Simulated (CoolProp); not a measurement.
Values from CoolProp's reference Helmholtz-energy equation of state, Span 1996.

For carbon dioxide, give the phase and the cp (kJ/(kg K)), Prandtl number at 532.7 K and 1050 kPa.


- 532.7 K and 1050 kPa: gas; cp 1.05, Prandtl number 0.740

Viscosity comes from a separate model (Laesecke 2017). Thermal conductivity comes from a separate model (Huber 2016).
